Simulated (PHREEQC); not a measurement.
Make-up at 25 °C: 0.0056 mol/kgw HF, 0.0015 mol/kgw (NH4)2SiF6, 0.0014 mol/kgw H3AsO4 and 0.23 mol/kgw H2SO4. Closed to the air; pH follows from the charge balance.

Computed with PHREEQC (ion-association model, wateq4f.dat).

```json
[
 {"quantity": "pH", "before": "0.69", "after": "2.66"},
 {"quantity": "ionic strength (mol/kgw)", "before": "0.290", "after": "0.00687"},
 {"quantity": "HF (mol/kgw)", "before": "0.00736", "after": "0.00414"},
 {"quantity": "NH4+ (mol/kgw)", "before": "0.00274", "after": "0.00300"},
 {"quantity": "H3AsO4 (mol/kgw)", "before": "0.00135", "after": "0.000401"},
 {"quantity": "SiF6-2 (mol/kgw)", "before": "0.00115", "after": "0.00149"},
 {"quantity": "SI of Chalcedony (SiO2)", "before": "+0.13", "after": "-1.57"}
]
```

Q: What was changed between the two runs?
A) HF replaced by NH4HF2 at the same molality
B) diluted 10-fold with water
C) diluted 2-fold with water
D) diluted 5-fold with water
E) H2SO4 left out

A: E, H2SO4 left out

No solid was allowed to form. Some of these states are supersaturated (in Quartz (slow to form), Chalcedony (slow to form), for instance). SiF6-2 is the database's only silicon fluoride.
